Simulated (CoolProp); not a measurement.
Vapour-liquid equilibrium of acetone (1) + methanol (2) at 0.0605 MPa; x and y are mole fractions of (1).

The numbers come from the multi-fluid Helmholtz-energy mixture model, Lemmon 2006 and de Reuck 1993; pair parameters Bell 2016 in CoolProp.

```
x      bubble temperature (K)  y at the bubble point  dew temperature at overall composition x (K)  liquid density (mol/L)
-----  ----------------------  ---------------------  --------------------------------------------  ----------------------
0.05                    323.3                  0.117                                         324.3                   22.91
0.125                   321.2                  0.248                                         323.1                   21.75
0.2                     319.6                  0.345                                         321.9                   20.68
0.275                   318.4                  0.422                                         320.7                   19.69
0.35                    317.4                  0.486                                         319.5                   18.78
0.425                   316.7                  0.543                                         318.3                   17.93
0.5                     316.1                  0.597                                         317.3                   17.15
0.575                   315.6                  0.648                                         316.3                   16.43
0.65                    315.2                  0.700                                         315.5                   15.76
0.725                   314.9                  0.754                                         315.0                   15.14
0.8                     314.7                  0.811                                         314.7                   14.56
0.875                   314.6                  0.874                                         314.6                   14.01
0.95                    314.7                  0.945                                         314.7                   13.51
```

y crosses x between x = 0.8 and 0.875: the model has an azeotrope there.

Pair parameters are fitted to limited data, so mixtures are less certain than the pure fluids.
